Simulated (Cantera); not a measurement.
Cantera run:

```python
import numpy as np
import cantera as ct

gas_names = """
    B BH BH2 BH3 BN BO BO2 B2 B2O B2O2 B2O3 B3O3H3 H HBO HBO2 HNO HNO2 HNO3 HO2 H2 H2O H2O2 H3B3O6 N NH
    NH2 NH3 NH2OH NO NO2 NO3 N2 N2H2 N2H4 N2O O OH O2 O3
""".split()
cond_names = """
    B(b) B(L) BN(s) B2O3(L) B3O3H3(cr) H2O(s) H2O(L)
""".split()


# ... load() reads the species with a 1 bar reference pressure and builds the phases ...
atoms = {
    'B2O3': {'B': 2, 'O': 3},
    'H2': {'H': 2},
    'N2': {'N': 2},
}
top_T = {'BN(s)': 3200}  # K; cautious upper limits of use, not melting points


# ... equilibrate(T, P, feed) seeds the gas with the atoms and calls Mixture.equilibrate('TP', solver="vcs", rtol=1e-11, max_steps=5000) ...
results = []
feed = {'B2O3': 1, 'H2': 21, 'N2': 16}  # mol
T = 1623  # K
for P in [10, 37, 140, 520, 1900, 7200, 27000, 100000]:
    mix = equilibrate(T, P, feed)
    results.append((T, P, feed, dict(zip(mix.species_names, mix.species_moles))))

top = {s: max(r[3][s] / sum(r[3][g] for g in gas_names) for r in results) for s in gas_names}
cols = sorted((s for s in top if top[s] > 0.0001), key=lambda s: -top[s])[:5]
seen = [c for c in cond_names if any(r[3].get(c, 0) > 1e-12 for r in results)]
print("log10 of partial pressures in bar; condensed amounts in mol")
print(f"{'P/Pa':>10s}" + "".join(f"{s[:9]:>10s}" for s in cols + seen))
for T, P, feed, n in results:
    ng = sum(n[g] for g in gas_names)
    print(f"{P:10.4g}" + "".join(f"{np.log10(max(n[s] / ng * P / 1e5, 1e-99)):10.3f}" for s in cols)
          + "".join(f"{n.get(c, 0):10.4g}" for c in seen))
```

Output:

```
log10 of partial pressures in bar; condensed amounts in mol
      P/Pa        H2        N2      HBO2      B2O3       HBO     BN(s)   B2O3(L)
        10    -4.271    -4.377    -5.872    -5.920    -5.979         0         0
        37    -3.701    -3.808    -5.311    -5.341    -5.391         0         0
       140    -3.123    -3.230    -4.737    -4.757    -4.802         0         0
       520    -2.552    -2.660    -4.169    -4.184    -4.227         0         0
      1900    -1.988    -2.096    -3.590    -3.658    -3.716   0.03532   0.05291
      7200    -1.399    -1.512    -3.197    -3.658    -3.519   0.08455    0.5936
   2.7e+04    -0.821    -0.935    -2.812    -3.658    -3.326   0.09804    0.7811
     1e+05    -0.251    -0.366    -2.432    -3.658    -3.136    0.1138    0.8527
```

These are equilibrium values from Cantera (NASA tables, ideal gas, pure condensed phases), not measurements of a reactor. Mutual solubility and eutectic melting of coexisting phases are not modelled. Gases not in the tables: H3BO3.
